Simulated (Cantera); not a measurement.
Feed: 1 mol SiC, 1.2 mol O2, 3.5 mol N2, equilibrated at 255 Torr.

Equilibrium computed with Cantera from the NASA thermochemical tables; the gas is ideal and each condensed phase is pure. Candidate condensed phases: C, Si, SiC, SiO2, Si2N2O, Si3N4; 34 gas species. N2 is the only nitrogen source here; it is nearly inert below about 1500 K, so the nitride shown seldom forms there in practice. Mutual solubility and eutectic melting of coexisting phases are not modelled. The tables hold silica as quartz up to 1696 K and as liquid above; real silica turns to tridymite and cristobalite and melts near 1996 K. The numbers say what is thermodynamically allowed, not how fast it happens.

Task: Which condensed phases are stable at each of these points (T (K)): 1150, 1250, 1350, 1450, 1550, 1650, 1750, 1850, 1950?

Result: 
```json
[
 {"T (K)": "1150", "condensed phases": "C(graphite) + SiO2(β-quartz)", "Si condensed (%)": "100.0"},
 {"T (K)": "1250", "condensed phases": "C(graphite) + SiO2(β-quartz)", "Si condensed (%)": "100.0"},
 {"T (K)": "1350", "condensed phases": "C(graphite) + SiO2(β-quartz) + Si2N2O(s)", "Si condensed (%)": "100.0"},
 {"T (K)": "1450", "condensed phases": "SiO2(β-quartz) + Si2N2O(s)", "Si condensed (%)": "100.0"},
 {"T (K)": "1550", "condensed phases": "SiO2(β-quartz) + Si2N2O(s)", "Si condensed (%)": "100.0"},
 {"T (K)": "1650", "condensed phases": "SiO2(β-quartz) + Si2N2O(s)", "Si condensed (%)": "99.8"},
 {"T (K)": "1750", "condensed phases": "SiO2(condensed) + Si2N2O(s)", "Si condensed (%)": "98.7"},
 {"T (K)": "1850", "condensed phases": "SiO2(condensed) + Si2N2O(s)", "Si condensed (%)": "91.4"},
 {"T (K)": "1950", "condensed phases": "SiO2(condensed) + Si2N2O(s)", "Si condensed (%)": "49.1"}
]
```

From 1150 K to 1250 K the condensed part is C(graphite) + SiO2(β-quartz). At 1350 K the condensed part is C(graphite) + SiO2(β-quartz) + Si2N2O(s). From 1450 K to 1650 K the condensed part is SiO2(β-quartz) + Si2N2O(s). From 1750 K to 1950 K the condensed part is SiO2(condensed) + Si2N2O(s).
